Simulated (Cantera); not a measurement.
Reactions in the system Cu-F-H

Standard-state values (1 bar) from the NASA 1993 polynomials, evaluated with Cantera. Values are per mole of reaction as written; species without (g) are pure solids or liquids, kept so even where they would boil at 1 bar.

Cu + 2 HF(g) → CuF2(g) + 2 H(g)

| T (K) | ΔH° (kJ) | ΔS° (J/K) | ΔG° (kJ) | log10 K | condensed phases |
|---|---|---|---|---|---|
| 523 | 716.2 | 120.8 | 653.0 | -65.22 | Cu(s) |
| 723 | 718.5 | 124.5 | 628.5 | -45.40 | Cu(s) |
| 923 | 720.6 | 127.2 | 603.3 | -34.14 | Cu(s) |
| 1123 | 722.4 | 128.9 | 577.6 | -26.87 | Cu(s) |
| 1323 | 723.5 | 129.8 | 551.8 | -21.78 | Cu(s) |
| 1523 | 710.9 | 120.5 | 527.4 | -18.09 | Cu(l) |
| 1723 | 711.1 | 120.7 | 503.2 | -15.26 | Cu(l) |
| 1923 | 711.2 | 120.7 | 479.1 | -13.01 | Cu(l) |
| 2123 | 711.2 | 120.7 | 455.0 | -11.19 | Cu(l) |
| 2323 | 711.0 | 120.6 | 430.8 | -9.69 | Cu(l) |
| 2523 | 710.8 | 120.5 | 406.7 | -8.42 | Cu(l) |
